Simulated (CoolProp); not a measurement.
Values from CoolProp's reference Helmholtz-energy equation of state, Leachman 2009.

Give the vapour pressure (MPa), liquid density (kg/m³), vapour Z, surface tension (mN/m) of saturated normal hydrogen at 26.4 K.


```json
[
 {"T (K)": "26.4", "p (MPa)": "0.426", "liquid density (kg/m³)": "62.4", "vapour Z": "0.758", "surface tension (mN/m)": "0.896"}
]
```

Surface tension comes from a separate correlation (Mulero 2012).
